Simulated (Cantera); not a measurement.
An isothermal, constant-pressure homogeneous reactor starts with NH3 : H2 = 1 : 1.8 (molar parts), at 1700 K and 10000 Pa.

Computed with Cantera and the gas-phase N/H chemistry of the illustrative SiF4/NH3 mechanism in the Surface Chemkin manual (1991). Walls and surfaces, which speed up NH3 decomposition in real reactors, are not modelled.

Q: Predict: x(NH3) at 10.0 s; x(H2) at 10.0 s; x(H) at 10.0 s; x(N2) at 10.0 s; x(N2H2) at 10.0 s.

A: 
* **x(NH3) at 10.0 s**: 0.165 (gas-phase equilibrium 1.06e-6)
* **x(H2) at 10.0 s**: 0.764 (gas-phase equilibrium 0.868)
* **x(H) at 10.0 s**: 0.000142 (gas-phase equilibrium 0.000437)
* **x(N2) at 10.0 s**: 0.0706 (gas-phase equilibrium 0.132)
* **x(N2H2) at 10.0 s**: 1.61e-7 (gas-phase equilibrium <1e-12)
